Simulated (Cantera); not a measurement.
## Pyrogenic steam for wet oxidation

An isothermal, constant-pressure homogeneous reactor starts with H2 : O2 : N2 = 1.8 : 1 : 4.3 (molar parts), equivalence ratio 0.90, at 1273 K and 0.370 bar.

Model: the H2/O2 subset of GRI-Mech 3.0, which has no nitrogen chemistry, integrated in Cantera. The temperature is held fixed by assumption; the heat of reaction is taken as removed at once.

| t (s) | x H2 | x O2 | x H2O2 | x H | x O | x H2O |
|---|---|---|---|---|---|---|
| 4.00e-6 | 0.254 | 0.141 | 2.79e-11 | 1.58e-8 | 1.81e-9 | 4.39e-9 |
| 1.37e-5 | 0.254 | 0.141 | 3.32e-10 | 1.54e-7 | 2.19e-8 | 1.35e-7 |
| 4.66e-5 | 0.253 | 0.141 | 1.70e-8 | 6.40e-5 | 9.33e-6 | 7.58e-5 |
| 0.000159 | 0.0321 | 0.0395 | 2.55e-6 | 0.0605 | 0.0106 | 0.205 |
| 0.000543 | 0.0104 | 0.0215 | 2.65e-6 | 0.00644 | 0.00147 | 0.272 |
| 0.00185 | 0.00180 | 0.0168 | 1.34e-6 | 0.000354 | 0.000175 | 0.288 |
| 0.00632 | 0.000195 | 0.0162 | 3.29e-7 | 1.19e-5 | 1.69e-5 | 0.290 |
| 0.0216 | 2.01e-5 | 0.0161 | 6.16e-8 | 4.39e-7 | 1.94e-6 | 0.290 |
| 0.0737 | 2.98e-6 | 0.0161 | 1.29e-8 | 2.84e-8 | 3.35e-7 | 0.290 |
| 0.251 | 6.78e-7 | 0.0161 | 3.40e-9 | 3.30e-9 | 8.16e-8 | 0.290 |
| 0.858 | 2.55e-7 | 0.0161 | 1.29e-9 | 7.64e-10 | 2.97e-8 | 0.290 |
| 2.93 | 2.02e-7 | 0.0161 | 9.98e-10 | 5.31e-10 | 2.27e-8 | 0.290 |
| 10.0 | 2.01e-7 | 0.0161 | 9.96e-10 | 5.29e-10 | 2.26e-8 | 0.290 |
x: mole fraction; the columns are a selection and need not sum to one.

Equilibrium at this temperature and pressure: H2 2.01e-7, O2 0.0161, H2O2 9.96e-10, H 5.29e-10, O 2.26e-8, H2O 0.290 (gas phase only).
